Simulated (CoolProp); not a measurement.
Vapour pressure (MPa) of dodecamethylpentasiloxane (MD3M): the reference equation beside estimates from Tc = 628.0 K, pc = 0.9540 MPa, ω = 0.730. Clausius-Clapeyron is anchored at 496.8 K with a constant enthalpy of vaporisation of 43.38 kJ/mol.

Model: reference Helmholtz-energy equation of state, Thol 2019, in CoolProp.

| T (K) | reference | Clausius-Clapeyron | van der Waals | Redlich-Kwong | Peng-Robinson |
|---|---|---|---|---|---|
| 446.9 | 0.02247 | 0.02712 | 0.2079 | 0.09571 | 0.02341 |
| 455.2 | 0.02896 | 0.03355 | 0.2279 | 0.1112 | 0.02999 |
| 463.5 | 0.03688 | 0.04120 | 0.2492 | 0.1284 | 0.03801 |
| 471.8 | 0.04645 | 0.05022 | 0.2717 | 0.1474 | 0.04767 |
| 480.2 | 0.05804 | 0.06094 | 0.2957 | 0.1686 | 0.05937 |
| 488.5 | 0.07163 | 0.07329 | 0.3208 | 0.1915 | 0.07308 |
| 496.8 | 0.08761 | 0.08761 | 0.3472 | 0.2165 | 0.08919 |
| 505.1 | 0.1063 | 0.1041 | 0.3749 | 0.2437 | 0.1080 |
| 513.4 | 0.1279 | 0.1230 | 0.4039 | 0.2731 | 0.1298 |
| 521.7 | 0.1528 | 0.1446 | 0.4344 | 0.3049 | 0.1550 |
| 530.1 | 0.1817 | 0.1695 | 0.4666 | 0.3396 | 0.1842 |
| 538.4 | 0.2142 | 0.1972 | 0.4999 | 0.3763 | 0.2171 |

Absolute difference from the reference over all 12 rows, mean and median: Clausius-Clapeyron 7.5 and 6.0 %, van der Waals 380.8 and 322.1 %, Redlich-Kwong 173.8 and 157.2 %, Peng-Robinson 2.2 and 1.9 %.
